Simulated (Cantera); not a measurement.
Feed: 1 mol SiH4, 16 mol H2O, 0.4 mol O3, at 2000 K and 0.540 bar.

Method: chemical equilibrium by Gibbs-energy minimisation in Cantera with the NASA 1993 tables (ideal gas, pure condensed phases). Candidate condensed phases: H2O, Si, SiO2; 18 gas species. The tables hold silica as quartz up to 1696 K and as liquid above; real silica turns to tridymite and cristobalite and melts near 1996 K. Gases not in the tables: Si(OH)4. Rates play no part.

Base state: H2O 0.843, H2 0.155, H 0.000872, OH 0.000473, SiO 2.45e-5 (mole fractions); condensed: SiO2(l).

Q: What changes in the equilibrium state with this change: SiH4 replaced by SiF4?

A: 
| species | before | after |
|---|---|---|
| H2O | 0.843 | 0.747 |
| HF | 0 | 0.215 |
| O2 | 4.55e-6 | 0.0319 |
| H2 | 0.155 | 0.00164 |
| SiF4 | 0 | 1.18e-5 |
| O | 1.94e-6 | 0.000163 |
| SiO | 2.45e-5 | 2.93e-7 |
| H | 0.000872 | 8.97e-5 |
| OH | 0.000473 | 0.00408 |
| SiO2(l), mol | 1.000 | 1.000 |
